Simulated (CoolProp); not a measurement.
Vapour pressure (MPa) of C3F8 (R218): the reference equation beside estimates from Tc = 345.0 K, pc = 2.640 MPa, ω = 0.317. Clausius-Clapeyron is anchored at 253.1 K with a constant enthalpy of vaporisation of 18.55 kJ/mol.

Model: reference Helmholtz-energy equation of state, Lemmon 2006, in CoolProp. It is a short technical equation, of lower accuracy than the large ones.

```csv
T (K),reference,Lee-Kesler,Clausius-Clapeyron,Redlich-Kwong,Peng-Robinson
225.3,0.05967,0.05924,0.06869,0.1248,0.05983
229.9,0.07491,0.07455,0.08375,0.1501,0.07495
234.5,0.09307,0.09282,0.1013,0.1791,0.09296
239.2,0.1150,0.1149,0.1222,0.2127,0.1147
243.8,0.1402,0.1403,0.1457,0.2498,0.1397
248.4,0.1694,0.1698,0.1726,0.2914,0.1687
253.1,0.2039,0.2046,0.2039,0.3387,0.2030
257.7,0.2426,0.2436,0.2387,0.3901,0.2415
262.3,0.2867,0.2881,0.2778,0.4467,0.2854
267,0.3377,0.3395,0.3227,0.5102,0.3364
271.6,0.3940,0.3962,0.3717,0.5783,0.3927
276.2,0.4571,0.4597,0.4263,0.6524,0.4559
280.9,0.5291,0.5320,0.4880,0.7346,0.5282
```

Absolute difference from the reference over all 13 rows, mean and median: Lee-Kesler 0.4 and 0.5 %, Clausius-Clapeyron 5.9 and 5.7 %, Redlich-Kwong 69.2 and 66.1 %, Peng-Robinson 0.3 and 0.3 %.
